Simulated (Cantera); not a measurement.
A closed system holds: 1 mol SiCl4, 0.7 mol HCl, 9.1 mol H2, equilibrated at 1350 K and 2.30 bar.

These are equilibrium values from Cantera (NASA tables, ideal gas, pure condensed phases), not measurements of a reactor. Candidate condensed phases: Si; 19 gas species. The tables' values for SiCl3 are old estimates; treat these amounts as uncertain. Rates play no part.

Base state: H2 0.799, HCl 0.109, SiCl4 0.0539, SiHCl3 0.0226, SiCl3 0.00796, SiCl2 0.00587, SiH2Cl2 0.00138, SiH3Cl 2.39e-5 (mole fractions); condensed: gas only.

Q: What changes in the equilibrium state with this change: HCl from 0.7 to 5 mol?

A: 
| species | before | after |
|---|---|---|
| H2 | 0.799 | 0.594 |
| HCl | 0.109 | 0.340 |
| SiCl4 | 0.0539 | 0.0574 |
| SiHCl3 | 0.0226 | 0.00575 |
| SiH3Cl | 2.39e-5 | 3.49e-7 |
| SiH2Cl2 | 0.00138 | 8.40e-5 |
| SiCl2 | 0.00587 | 0.000481 |
| SiCl3 | 0.00796 | 0.00235 |
